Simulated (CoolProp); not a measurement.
Values from CoolProp's reference Helmholtz-energy equation of state, Gao 2022.

Question: Give the vapour pressure (kPa), enthalpy of vaporisation (kJ/kg), liquid cp (kJ/(kg K)) of saturated n-perfluorobutane at 309.9 K.

Answer: 
```
T (K)  p (kPa)  enthalpy of vaporisation (kJ/kg)  liquid cp (kJ/(kg K))
-----  -------  --------------------------------  ---------------------
309.9      383                              83.5                   1.17
```
